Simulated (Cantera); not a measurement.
# Ignition delay

Mixture: C3H8 : O2 : N2 : H2 = 1 : 2.94 : 11.1 : 1.5 (molar parts), at 500000 Pa, adiabatic and at constant pressure. Ignition delay is the time to a rise of 400 K.

Computed with Cantera and GRI-Mech 3.0 (53 species, 325 reactions). GRI-Mech 3.0 was tuned for natural gas; its chemistry of propane as a main component is partial and can be far from experiment.

| T0 (K) | delay (ms) |
|---|---|
| 1025 | 6.41 |
| 1100 | 2.59 |
| 1175 | 1.11 |
| 1250 | 0.446 |
| 1325 | 0.174 |
| 1400 | 0.0712 |
| 1475 | 0.0322 |
| 1550 | 0.0163 |
| 1625 | 0.00924 |

```
Property                                                Result
--------------------------------------------------  ----------
apparent activation energy between 1475 and 1625 K  170 kJ/mol
```
